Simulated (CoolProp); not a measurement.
n-hexane along the isobar 101 kPa: density (kg/m³) from the reference equation and from simpler models built on Tc = 507.8 K, pc = 3044 kPa, ω = 0.300; each cubic takes its own stable root.

Computed with CoolProp (reference Helmholtz-energy equation of state, Thol 2019).

```csv
T (K),phase,reference,Redlich-Kwong,Soave-Redlich-Kwong
247.3,liquid,699.6,609.7,(withheld)
256.7,liquid,691.5,602.9,(withheld)
266,liquid,683.5,595.8,612.9
275.4,liquid,675.2,588.5,606.6
284.7,liquid,667.0,580.9,600.0
294.1,liquid,658.5,573.1,593.1
303.4,liquid,650.1,565.0,585.9
312.8,liquid,(withheld),556.5,578.4
322.2,liquid,(withheld),3.388,570.4
331.5,liquid,(withheld),3.283,562.2
340.9,liquid,614.3,3.183,(withheld)
350.2,gas,3.128,(withheld),3.104
359.6,gas,3.033,3.002,3.014
368.9,gas,2.945,2.920,(withheld)
378.3,gas,2.863,2.842,2.851
387.6,gas,2.786,2.769,2.777
```

Task: Some entries are withheld; supply them.

Result: 
- 247.3, Soave-Redlich-Kwong: 624.9
- 256.7, Soave-Redlich-Kwong: 619.0
- 312.8, reference: 641.4
- 322.2, reference: 632.5
- 331.5, reference: 623.6
- 340.9, Soave-Redlich-Kwong: 553.5
- 350.2, Redlich-Kwong: 3.090
- 368.9, Soave-Redlich-Kwong: 2.931

At some of these states Redlich-Kwong gives the other phase, because its saturation line lies elsewhere.
